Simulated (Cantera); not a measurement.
What does this Cantera script print?

```python
import numpy as np
import cantera as ct

gas = ct.Solution("gri30.yaml")
gas.TPX = 1673, 1300000, {'CH4': 1, 'H2O': 3.5}
reactor = ct.IdealGasConstPressureReactor(gas, energy="off", clone=False)
net = ct.ReactorNet([reactor])
net.rtol, net.atol = 1e-08, 1e-18
show = ['CH4', 'H2O', 'CH2O', 'CO', 'HO2', 'C2H2']
times = np.geomspace(2e-05, 30, 13)

steps = ct.SolutionArray(gas, extra=["t"])
rows = []
print(f"{'t/s':>10s}{'T/K':>9s}{'P/Pa':>11s}" + "".join(f"{s:>11s}" for s in show))
for t in times:
    while net.time < t:
        t_next = net.step()
        steps.append(gas.state, t=t_next)
    rows.append([np.interp(t, steps.t, y) for y in (steps.T, steps.P, *steps(*show).X.T)])
    print(f"{t:10.3e}{rows[-1][0]:9.1f}{rows[-1][1]:11.4g}" + "".join(f"{x:11.3e}" for x in rows[-1][2:]))
rate = np.gradient(steps.T, steps.t)
print("integrator steps:", len(steps.t))
if steps.T.max() > steps.T[0] + 200:
    print(f"time of steepest temperature rise: {steps.t[rate.argmax()]:.4e} s")
gas.TPX = 1673, 1300000, {'CH4': 1, 'H2O': 3.5}
gas.equilibrate("TP")
print(f"equilibrium (TP): T = {gas.T:.1f} K  " + "  ".join(f"{s} {gas[s].X[0]:.3e}" for s in show))
```

Output:

```
       t/s      T/K       P/Pa        CH4        H2O       CH2O         CO        HO2       C2H2
 2.000e-05   1673.0    1.3e+06  2.211e-01  7.776e-01  2.050e-06  3.236e-07  1.978e-13  8.770e-07
 6.542e-05   1673.0    1.3e+06  2.184e-01  7.771e-01  1.292e-05  9.246e-06  4.225e-13  3.077e-05
 2.140e-04   1673.0    1.3e+06  2.086e-01  7.730e-01  4.144e-05  1.688e-04  6.825e-13  8.730e-04
 6.999e-04   1673.0    1.3e+06  1.821e-01  7.559e-01  3.368e-05  9.391e-04  6.366e-13  9.055e-03
 2.289e-03   1673.0    1.3e+06  1.356e-01  7.200e-01  1.901e-05  3.251e-03  4.533e-13  2.828e-02
 7.489e-03   1673.0    1.3e+06  8.398e-02  6.709e-01  9.639e-06  9.638e-03  3.180e-13  4.279e-02
 2.449e-02   1673.0    1.3e+06  5.934e-02  6.064e-01  4.927e-06  2.402e-02  2.259e-13  3.795e-02
 8.012e-02   1673.0    1.3e+06  5.512e-02  5.237e-01  2.525e-06  5.222e-02  1.277e-13  1.852e-02
 2.621e-01   1673.0    1.3e+06  3.820e-02  4.412e-01  1.149e-06  8.753e-02  7.099e-14  4.833e-03
 8.572e-01   1673.0    1.3e+06  1.473e-02  3.838e-01  5.419e-07  1.137e-01  4.541e-14  4.787e-04
 2.804e+00   1673.0    1.3e+06  1.527e-03  3.594e-01  3.568e-07  1.249e-01  3.705e-14  4.353e-06
 9.172e+00   1673.0    1.3e+06  6.226e-06  3.568e-01  3.395e-07  1.260e-01  3.657e-14  7.563e-11
 3.000e+01   1673.0    1.3e+06  4.407e-06  3.568e-01  3.395e-07  1.260e-01  3.657e-14  3.878e-11
integrator steps: 2161
equilibrium (TP): T = 1673.0 K  CH4 4.676e-06  H2O 3.568e-01  CH2O 3.395e-07  CO 1.260e-01  HO2 3.657e-14  C2H2 4.342e-11
```

Computed with Cantera and GRI-Mech 3.0 (53 species, 325 reactions). The pressure lies above the range GRI-Mech 3.0 was tuned for (to about 10 atm).
